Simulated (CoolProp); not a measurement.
Properties of CHF3 (R23) at several states.

Values from CoolProp's reference Helmholtz-energy equation of state, Penoncello 2003.

| T (°C) | p (kPa) | phase | density (kg/m³) | isothermal compressibility (1/MPa) | Prandtl number |
|---|---|---|---|---|---|
| -4.05 | 20.6 | gas | 0.6461 | 48.65 | 0.780 |
| -39.05 | 34.3 | gas | 1.241 | 29.33 | 0.750 |
| -8.45 | 14500 | liquid | 1200 | 0.004810 | 1.94 |
| -74.05 | 10.1 | gas | 0.4286 | 99.34 | 0.721 |

Viscosity comes from a separate model (Shan 2000). Thermal conductivity comes from a separate model (Shan 2000).
